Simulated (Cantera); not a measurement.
## Premixed flame

A freely propagating, adiabatic, planar premixed flame of 44.5 % H₂, 13.1 % O₂, 39.2 % N₂, 3.25 % H₂O, equivalence ratio 1.7, unburnt at 450 K and 5.00 bar; mixture-averaged transport, grid criteria slope 0.08 and curve 0.16, no radiation.

Model: the H2/O2 subset of GRI-Mech 3.0, which has no nitrogen chemistry, integrated in Cantera. The hydrogen kinetics of GRI-Mech 3.0 are dated; newer H2 mechanisms differ, most at raised pressure. Burning velocities carry a grid error of a few per cent, more on coarse grids.

```json
[
 {"z (mm)": "-0.139", "T (K)": "450", "u (m/s)": "6.43", "x H₂": "0.445", "x O₂": "0.131", "x H₂O": "0.0325", "x OH": "<1e-8", "x H₂O₂": "<1e-8", "x HO₂": "<1e-8"},
 {"z (mm)": "-0.0925", "T (K)": "450", "u (m/s)": "6.43", "x H₂": "0.445", "x O₂": "0.131", "x H₂O": "0.0325", "x OH": "<1e-8", "x H₂O₂": "<1e-8", "x HO₂": "<1e-8"},
 {"z (mm)": "-0.0694", "T (K)": "450", "u (m/s)": "6.43", "x H₂": "0.445", "x O₂": "0.131", "x H₂O": "0.0325", "x OH": "<1e-8", "x H₂O₂": "<1e-8", "x HO₂": "1.84e-8"},
 {"z (mm)": "-0.0463", "T (K)": "451", "u (m/s)": "6.43", "x H₂": "0.444", "x O₂": "0.131", "x H₂O": "0.0325", "x OH": "<1e-8", "x H₂O₂": "4.15e-8", "x HO₂": "1.01e-6"},
 {"z (mm)": "-0.0231", "T (K)": "501", "u (m/s)": "7.02", "x H₂": "0.432", "x O₂": "0.133", "x H₂O": "0.0347", "x OH": "2.92e-5", "x H₂O₂": "1.81e-5", "x HO₂": "0.000401"},
 {"z (mm)": "-0.0116", "T (K)": "821", "u (m/s)": "11.1", "x H₂": "0.392", "x O₂": "0.126", "x H₂O": "0.0626", "x OH": "0.00120", "x H₂O₂": "0.000110", "x HO₂": "0.00113"},
 {"z (mm)": "0", "T (K)": "1285", "u (m/s)": "16.8", "x H₂": "0.319", "x O₂": "0.0952", "x H₂O": "0.136", "x OH": "0.00238", "x H₂O₂": "4.22e-5", "x HO₂": "0.000464"},
 {"z (mm)": "0.0116", "T (K)": "1616", "u (m/s)": "20.9", "x H₂": "0.246", "x O₂": "0.0502", "x H₂O": "0.223", "x OH": "0.00499", "x H₂O₂": "5.33e-6", "x HO₂": "0.000204"},
 {"z (mm)": "0.0231", "T (K)": "1798", "u (m/s)": "23.2", "x H₂": "0.205", "x O₂": "0.0210", "x H₂O": "0.277", "x OH": "0.00705", "x H₂O₂": "2.69e-6", "x HO₂": "7.98e-5"},
 {"z (mm)": "0.0463", "T (K)": "1960", "u (m/s)": "25.1", "x H₂": "0.185", "x O₂": "0.00412", "x H₂O": "0.311", "x OH": "0.00838", "x H₂O₂": "1.33e-6", "x HO₂": "1.49e-5"},
 {"z (mm)": "0.0925", "T (K)": "2092", "u (m/s)": "26.5", "x H₂": "0.188", "x O₂": "0.000998", "x H₂O": "0.321", "x OH": "0.00787", "x H₂O₂": "6.77e-7", "x HO₂": "3.98e-6"},
 {"z (mm)": "0.185", "T (K)": "2202", "u (m/s)": "27.7", "x H₂": "0.194", "x O₂": "0.000462", "x H₂O": "0.327", "x OH": "0.00627", "x H₂O₂": "3.70e-7", "x HO₂": "1.91e-6"},
 {"z (mm)": "0.370", "T (K)": "2284", "u (m/s)": "28.5", "x H₂": "0.199", "x O₂": "0.000196", "x H₂O": "0.331", "x OH": "0.00440", "x H₂O₂": "1.95e-7", "x HO₂": "8.00e-7"}
]
```
x: mole fraction of selected species; z is measured from the peak of heat release.

| Item | Result |
|---|---|
| laminar burning velocity | 643 cm/s |
| thermal thickness | 0.0463 mm |
| peak x(OH) | 0.00842 |
| peak x(H₂O₂) | 0.000111 |
| peak x(HO₂) | 0.00132 |
| grid points | 109 |
